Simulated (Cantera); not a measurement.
An isothermal, constant-pressure homogeneous reactor starts with 7.80 % H₂, 7.09 % O₂, 85.1 % N₂, equivalence ratio 0.55, at 1050 K and 750 Torr.

Computed with Cantera and the H2/O2 subset of GRI-Mech 3.0, which has no nitrogen chemistry. The temperature is held fixed by assumption; the heat of reaction is taken as removed at once.

One state of this run: x H₂ = 8.83e-5; x O₂ = 0.0333; x OH = 9.12e-7; x O = 1.04e-7; x H₂O = 0.0811; x HO₂ = 2.36e-6; x H₂O₂ = 2.40e-7. x: mole fraction; the columns are a selection and need not sum to one.

Task: Which value of t (s) does it belong to?
(A) 0.0795
(B) 0.000631
(C) 0.0159
(D) 5.00e-6

Result: A, 0.0795
